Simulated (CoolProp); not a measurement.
Vapour-liquid equilibrium of n-butane (1) + trans-2-butene (2) at 0.00587 MPa; x and y are mole fractions of (1).

Model: multi-fluid Helmholtz-energy mixture model, Bücker 2006 and Lemmon 2005; pair parameters Bell 2016, in CoolProp.

Give the bubble temperature and the first vapour's composition at x = 0.125, 0.275, 0.725. Is there an azeotrope?

x = 0.125: -56.5 °C, y = 0.146; x = 0.275: -56.9 °C, y = 0.304; x = 0.725: -57.5 °C, y = 0.735. No azeotrope shows between x = 0.05 and 0.95.

The pair parameters rest on a limited set of measurements; away from them the model extrapolates.
